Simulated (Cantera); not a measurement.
A perfectly stirred reactor is fed with CH₄ : H₂ = 0.014 : 1 (molar parts), at 29.3 Torr; it is held at 1875 K, and followed from long to short residence time.

Cantera simulation using GRI-Mech 3.0 (53 species, 325 reactions); the numbers are that mechanism's predictions, not measurements. GRI-Mech 3.0 stops at C3 and has no aromatics, soot or wall deposition, so with more carbon than oxygen in the feed, carbon stays in small species such as C2H2 where larger ones or solid carbon would form. Radical loss at walls, strong at low pressure, is not modelled.

```
quantity                  before     after
----------------------  --------  --------
x(CH₄) at τ = 12.0 s    0.000869    0.0138
x(H₂) at τ = 12.0 s        0.989     0.986
x(C₂H₄) at τ = 12.0 s    3.62e-6   7.60e-7
x(CH₂) at τ = 12.0 s     2.22e-7    <1e-12
x(C₂H₂) at τ = 12.0 s    0.00634   7.03e-7
x(CH₄) at τ = 0.340 s    0.00477    0.0138
x(H₂) at τ = 0.340 s       0.988     0.986
x(C₂H₄) at τ = 0.340 s   6.59e-6  3.37e-10
x(CH₂) at τ = 0.340 s    9.31e-7    <1e-12
x(C₂H₂) at τ = 0.340 s   0.00430  3.44e-12
```

Question: Name the change that produced these shifts.
(A) temperature 1875 to 1250 K
(B) temperature 1875 to 1373 K
(C) temperature 1875 to 1775 K
(D) temperature 1875 to 1298 K

Answer: A, temperature 1875 to 1250 K
